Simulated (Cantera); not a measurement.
Input: 1 mol Si, 8.4 mol F2, 0.17 mol N2, at 523 K and 1.35 Torr.

Cantera equilibrium calculation (NASA polynomials, part measured and part estimated; ideal gas, pure solids and liquids). Candidate condensed phases: Si, Si3N4; 16 gas species. Equilibrium is a limit: real reactors are often held back by kinetics, nucleation or transport.

Base state: F2 0.814, SiF4 0.138, NF3 0.0470, F 0.000275 (mole fractions); condensed: gas only.

What changes in the equilibrium state with this change: N2 from 0.17 to 4.9 mol?


```tsv
species	before	after
NF3	0.0470	0.523
N2	2.45e-9	0.345
SiF4	0.138	0.124
F2	0.814	0.00779
F	0.000275	2.69e-5
```
